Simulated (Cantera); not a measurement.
An adiabatic, constant-volume homogeneous reactor starts with H2 : O2 : N2 = 1 : 0.769 : 2.89 (molar parts), at 1050 K and 11.0 bar. Integrator tolerance rtol = 1e-08.

Computed with Cantera and GRI-Mech 3.0 (53 species, 325 reactions). The hydrogen kinetics of GRI-Mech 3.0 are dated; newer H2 mechanisms differ, most at raised pressure.

```tsv
quantity	before	after
time of steepest temperature rise	3.05 ms	2.22 ms
temperature at 0.200 s	2767 K	2789 K
equilibrium temperature	2767 K	2789 K
x(H2) at 0.200 s	0.00372 (gas-phase equilibrium 0.00372)	0.00276 (gas-phase equilibrium 0.00276)
x(O2) at 0.200 s	0.0533 (gas-phase equilibrium 0.0533)	0.0532 (gas-phase equilibrium 0.0532)
x(NO2) at 0.200 s	2.93e-5 (gas-phase equilibrium 2.93e-5)	4.40e-5 (gas-phase equilibrium 4.40e-5)
x(H2O) at 0.200 s	0.227 (gas-phase equilibrium 0.227)	0.230 (gas-phase equilibrium 0.230)
x(O) at 0.200 s	0.00217 (gas-phase equilibrium 0.00217)	0.00160 (gas-phase equilibrium 0.00160)
```

Problem. What was changed between the two runs?
A) pressure from 11.0 bar to 24.0 bar
B) pressure from 11.0 bar to 5.00 bar
C) H2 1 to 0.77 parts
D) N2 2.89 to 8 parts

Solution. A, pressure from 11.0 bar to 24.0 bar
